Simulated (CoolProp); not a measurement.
Vapour-liquid equilibrium of p-xylene (1) + n-nonane (2) at 347.7 K; x and y are mole fractions of (1).

Computed with CoolProp (multi-fluid Helmholtz-energy mixture model, Zhou 2012 and Lemmon 2006; pair parameters Bell 2016).

| x | bubble pressure, mixture model (MPa) | bubble pressure, Raoult's law (MPa) | y, mixture model | y, Raoult's law |
|---|---|---|---|---|
| 0.05 | (withheld) | 0.007953 | 0.086 | 0.079 |
| 0.2 | 0.008863 | 0.008692 | 0.299 | 0.291 |
| 0.35 | 0.009627 | 0.009431 | 0.470 | 0.469 |
| 0.5 | 0.01034 | 0.01017 | 0.616 | 0.621 |
| 0.65 | (withheld) | 0.01091 | (withheld) | 0.753 |
| 0.8 | 0.01172 | 0.01165 | 0.862 | 0.868 |
| 0.95 | 0.01241 | 0.01239 | 0.967 | 0.969 |

What belongs in the gaps?


- 0.05, bubble pressure, mixture model (MPa): 0.008016
- 0.65, bubble pressure, mixture model (MPa): 0.01104
- 0.65, y, mixture model: 0.745

The largest gap from Raoult's law is +2.1 % in bubble pressure, at x = 0.35. No azeotrope shows between x = 0.05 and 0.95.

Pair parameters are fitted to limited data, so mixtures are less certain than the pure fluids.
